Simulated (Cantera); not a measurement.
Input (Python, Cantera) and output of one run.

```python
import numpy as np
import cantera as ct

gas_names = """
    AL ALH ALN AL2 H H2 N NH NH2 NH3 N2 N2H2 N2H4
""".split()
cond_names = """
    AL(cr) AL(L) ALN(s)
""".split()


def load(file, names, dense=False):
    # The tables refer to 1 bar. Condensed volumes are neglected.
    table = {s.name: s for s in ct.Species.list_from_file(file)}
    out = []
    for n in names:
        d = dict(table[n].input_data)
        d["thermo"] = dict(d["thermo"], **{"reference-pressure": 1e5})
        if dense:
            d["equation-of-state"] = {"model": "constant-volume", "density": "1e6 g/cm^3"}
        out.append(ct.Species.from_dict(d))
    return out


gas = ct.Solution(thermo="ideal-gas", species=load("nasa_gas.yaml", gas_names))
cond = {s.name: ct.Solution(thermo="fixed-stoichiometry", species=[s], name=s.name)
        for s in load("nasa_condensed.yaml", cond_names, dense=True)}
atoms = {
    'AlN': {'AL': 1, 'N': 1},
    'H2': {'H': 2},
}
top_T = {'ALN(s)': 2750}  # K; cautious upper limits of use, not melting points


def equilibrate(T, P, feed):
    n = {}
    for name, mol in feed.items():
        for a, k in atoms[name].items():
            n[a] = n.get(a, 0.0) + k * mol
    gas.TPX = T, P, n
    mass = sum(n.values()) * gas.mean_molecular_weight
    gas.equilibrate("TP")
    valid = [c for c in cond.values() if c.min_temp <= T <= top_T.get(c.name, c.max_temp)]
    mix = ct.Mixture([(gas, mass / gas.mean_molecular_weight)] + [(c, 0.0) for c in valid])
    mix.T, mix.P = T, P
    mix.equilibrate("TP", solver="vcs", rtol=1e-11, max_steps=5000)
    return mix


results = []
feed = {'AlN': 1, 'H2': 0.49}  # mol
T = 1448.15  # K
P = 13332.2  # Pa
mix = equilibrate(T, P, feed)
results.append((T, P, feed, dict(zip(mix.species_names, mix.species_moles))))
print(gas.report(threshold=0.001))
for i in range(1, mix.n_phases):
    print(f"{mix.phase(i).name:16s} {mix.phase_moles(i):12.5e} mol")
```

It prints:

```
       temperature   1448.2 K
          pressure   13332 Pa
           density   0.0022323 kg/m^3
  mean mol. weight   2.016 kg/kmol
   phase of matter   gas

                          1 kg             1 kmol
                     ---------------   ---------------
          enthalpy        1.7196e+07        3.4667e+07  J
   internal energy        1.1223e+07        2.2626e+07  J
           entropy             96486        1.9452e+05  J/K
    Gibbs function       -1.2253e+08       -2.4702e+08  J
 heat capacity c_p             15947             32149  J/K
 heat capacity c_v             11823             23834  J/K

                      mass frac. Y      mole frac. X     chem. pot. / RT
                     ---------------   ---------------   ---------------
                H2           0.99998           0.99997           -20.516
     [  +12 minor]         2.464e-05        2.6171e-05

AL(L)             0.00000e+00 mol
ALN(s)            1.00000e+00 mol
```

Method: chemical equilibrium by Gibbs-energy minimisation in Cantera with the NASA 1993 tables (ideal gas, pure condensed phases).
